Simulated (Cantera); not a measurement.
## Thermodynamics of titanium nitride, carbide and oxide coatings, feed TiCl4 + C3H8

Charge: 1 mol TiCl4, 0.94 mol C3H8, equilibrated at 0.180 bar.

Equilibrium computed with Cantera from the NASA thermochemical tables; the gas is ideal and each condensed phase is pure. Candidate condensed phases: C, C6H6, C7H8, C8H18, Ti, TiC, TiCl2, TiCl3, TiCl4; 96 gas species. The tables' values for TiCl2 are old estimates; treat these amounts as uncertain. TiC: taken at fixed stoichiometry. Kinetics and transport are ignored.

```
T (K)  log p HCl  log p H2  log p TiCl3  log p TiCl4  log p TiCl2  n C(graphite)  n TiC(s)
-----  ---------  --------  -----------  -----------  -----------  -------------  --------
1650       -1.03     -1.12        -2.11        -2.48        -4.20           2.17     0.654
1675       -1.02     -1.13        -2.11        -2.53        -4.12           2.15     0.668
1700       -1.02     -1.13        -2.12        -2.58        -4.04           2.14     0.680
1725       -1.01     -1.14        -2.12        -2.64        -3.97           2.13     0.692
1750       -1.01     -1.14        -2.13        -2.69        -3.89           2.12     0.703
1775       -1.00     -1.15        -2.14        -2.75        -3.83           2.11     0.714
1800       -1.00     -1.15        -2.15        -2.80        -3.76           2.09     0.724
1825       -0.99     -1.16        -2.16        -2.85        -3.70           2.09     0.734
1850       -0.99     -1.16        -2.17        -2.91        -3.63           2.08     0.743
1875       -0.99     -1.16        -2.18        -2.96        -3.58           2.07     0.751
1900       -0.98     -1.17        -2.19        -3.01        -3.52           2.06     0.759
1925       -0.98     -1.17        -2.21        -3.06        -3.46           2.05     0.767
```
log p: log10 of the partial pressure in bar; n: condensed amount in mol.

From 1650 K to 1925 K the condensed part is C(graphite) + TiC(s). The main Ti-bearing gas is TiCl3 throughout. The share of Ti in condensed phases is highest at 1925 K (76.7 %) and lowest at 1650 K (65.4 %).
